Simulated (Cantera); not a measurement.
What does this Cantera script print?

```python
import numpy as np
import cantera as ct

gas_names = [...]  # 97 gases of nasa_gas.yaml made of Al, C, H, N
cond_names = """
    AL(cr) AL(L) ALN(s) C(gr) C6H6(L) C7H8(L) C8H18(L),n-octa
""".split()


# ... load() reads the species with a 1 bar reference pressure and builds the phases ...
atoms = {
    'Al(CH3)3': {'AL': 1, 'C': 3, 'H': 9},
    'N2': {'N': 2},
}
top_T = {'ALN(s)': 2750, 'C(gr)': 4500}  # K; cautious upper limits of use, not melting points


# ... equilibrate(T, P, feed) seeds the gas with the atoms and calls Mixture.equilibrate('TP', solver="vcs", rtol=1e-11, max_steps=5000) ...
results = []
feed = {'Al(CH3)3': 1, 'N2': 17}  # mol
P = 133.322  # Pa
for T in [650, 750, 850, 950, 1050, 1150, 1250, 1350, 1450, 1550, 1650, 1750, 1850]:
    mix = equilibrate(T, P, feed)
    results.append((T, P, feed, dict(zip(mix.species_names, mix.species_moles))))

top = {s: max(r[3][s] / sum(r[3][g] for g in gas_names) for r in results) for s in gas_names}
cols = sorted((s for s in top if top[s] > 0.001), key=lambda s: -top[s])[:8]
seen = [c for c in cond_names if any(r[3].get(c, 0) > 1e-12 for r in results)]
print("log10 of partial pressures in bar; condensed amounts in mol")
print(f"{'T/K':>10s}" + "".join(f"{s[:9]:>10s}" for s in cols + seen))
for T, P, feed, n in results:
    ng = sum(n[g] for g in gas_names)
    print(f"{T:10.4g}" + "".join(f"{np.log10(max(n[s] / ng * P / 1e5, 1e-99)):10.3f}" for s in cols)
          + "".join(f"{n.get(c, 0):10.4g}" for c in seen))
```

It prints:

```
log10 of partial pressures in bar; condensed amounts in mol
       T/K        N2        H2        AL         H       HCN       CH4    ALN(s)     C(gr)
       650    -2.979    -3.550   -38.014   -16.637   -12.312    -5.684         1     2.967
       750    -2.980    -3.545   -31.090   -14.272   -10.873    -6.585         1     2.996
       850    -2.980    -3.544   -25.804   -12.461    -9.777    -7.295         1     2.999
       950    -2.980    -3.544   -21.638   -11.027    -8.913    -7.864         1         3
      1050    -2.980    -3.544   -18.271    -9.863    -8.216    -8.330         1         3
      1150    -2.980    -3.544   -15.494    -8.899    -7.641    -8.719         1         3
      1250    -2.980    -3.544   -13.166    -8.088    -7.159    -9.047         1     2.999
      1350    -2.980    -3.544   -11.187    -7.395    -6.749    -9.328         1     2.997
      1450    -2.980    -3.545    -9.484    -6.797    -6.397    -9.570         1     2.994
      1550    -2.980    -3.545    -8.004    -6.274    -6.090    -9.782    0.9998     2.987
      1650    -2.980    -3.547    -6.705    -5.815    -5.822    -9.970    0.9969     2.975
      1750    -2.982    -3.551    -5.556    -5.409    -5.587   -10.142    0.9557     2.957
      1850    -2.991    -3.571    -4.530    -5.054    -5.390   -10.326    0.5146     2.928
```

Equilibrium computed with Cantera from the NASA thermochemical tables; the gas is ideal and each condensed phase is pure. The feed counts by its element totals alone.
